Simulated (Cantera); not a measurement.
## Equilibrium for silicon epitaxy and polysilicon growth: SiHCl3 + H2

Feed: 1 mol SiHCl3, 41 mol H2, held at 848.15 K.

These are equilibrium values from Cantera (NASA tables, ideal gas, pure condensed phases), not measurements of a reactor. Candidate condensed phases: Si; 19 gas species. The tables' values for SiCl3 are old estimates; treat these amounts as uncertain. Rates play no part.

From 0.00100 bar to 2.00 bar the condensed part is Si(s). The main Si-bearing gas is SiCl4 at 0.00100 bar and SiHCl3 at 2.00 bar. The share of Si in condensed phases is highest at 0.00100 bar (31.4 %) and lowest at 2.00 bar (11.4 %).

| P (Pa) | x H2 | x SiCl4 | x SiHCl3 | x HCl | x SiH2Cl2 | n Si(s) |
|---|---|---|---|---|---|---|
| 100 | 0.975 | 0.0135 | 0.00241 | 0.00887 | 3.78e-5 | 0.314 |
| 350 | 0.976 | 0.0135 | 0.00330 | 0.00649 | 7.08e-5 | 0.280 |
| 1300 | 0.978 | 0.0131 | 0.00448 | 0.00464 | 0.000134 | 0.248 |
| 4500 | 0.978 | 0.0124 | 0.00586 | 0.00336 | 0.000243 | 0.218 |
| 16000 | 0.978 | 0.0113 | 0.00752 | 0.00239 | 0.000438 | 0.186 |
| 56000 | 0.978 | 0.00995 | 0.00935 | 0.00169 | 0.000770 | 0.152 |
| 200000 | 0.978 | 0.00837 | 0.0113 | 0.00118 | 0.00133 | 0.114 |
x: gas mole fraction; n: condensed amount in mol.
